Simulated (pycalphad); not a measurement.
# Effect of Si content in Al-Si

Source of the numbers: pycalphad with the COST 507 light-alloy database (1999); pressure 1 atm. These are 1990s assessments: newer ones move some temperatures and phases. Phase fractions are per mole of atoms.

Q: One of these alloys has its liquidus at 889 K, its solidus at 850 K, and holds LIQUID 1.00 at 925 K. Which?
A. Al-18.42Si (at.%)
B. Al-13.81Si (at.%)
C. Al-27.63Si (at.%)
D. Al-6.91Si (at.%)
E. Al-4.61Si (at.%)
F. Al-9.21Si (at.%)

A: D, Al-6.91Si (at.%). The others: Al-4.61Si (at.%), liquidus 904, solidus 850; Al-9.21Si (at.%), liquidus 872, solidus 850; Al-13.81Si (at.%), liquidus 878, solidus 850; Al-18.42Si (at.%), liquidus 948, solidus 850; Al-27.63Si (at.%), liquidus 1074, solidus 850
